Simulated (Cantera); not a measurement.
A closed system holds: 1 mol Si, 1.1 mol CO2, 81 mol N2, held at 1550 K and 4.60 Pa.

Method: chemical equilibrium by Gibbs-energy minimisation in Cantera with the NASA 1993 tables (ideal gas, pure condensed phases). Candidate condensed phases: C, Si, SiC, SiO2, Si2N2O, Si3N4; 34 gas species. The tables hold silica as quartz up to 1696 K and as liquid above; real silica turns to tridymite and cristobalite and melts near 1996 K. Kinetics and transport are ignored.

Base state: N2 0.976, CO 0.0132, SiO 0.0109, CO2 6.52e-5 (mole fractions); condensed: SiO2(β-quartz).

What changes in the equilibrium state with this change: CO2 from 1.1 to 0.28 mol?


```csv
species,before,after
N2,0.976,0.992
SiO,0.0109,0.00665
Si,<1e-9,0.000722
CO,0.0132,0.000215
CO2,6.52e-5,<1e-9
"SiO2(β-quartz), mol",0.0946,0
"Si(s), mol",0,0.134
"SiC(s), mol",0,0.262
```
Mutual solubility and eutectic melting of coexisting phases are not modelled.
